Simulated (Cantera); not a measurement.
Input: 1 mol CF₄, 0.033 mol HCl, 0.071 mol H₂, at 0.240 bar.

Equilibrium computed with Cantera from the NASA thermochemical tables; the gas is ideal and each condensed phase is pure. Candidate condensed phases: C, C₆H₆, C₇H₈, C₈H₁₈; 135 gas species. Ions and electrons are included (thermal ionisation). The tables' values for C₂F₄ are old estimates; treat these amounts as uncertain. Gases not in the tables: C₂F₆ and larger saturated fluorocarbons. The numbers say what is thermodynamically allowed, not how fast it happens.

Question: At 2750 K, list the 7 most abundant gas species with their mole fractions, and the condensed phases.

Answer: F 0.515, CF₂ 0.274, CF₄ 0.102, HF 0.0702, CF₃ 0.0191, Cl 0.0131, CF 0.00628. Condensed: gas only.
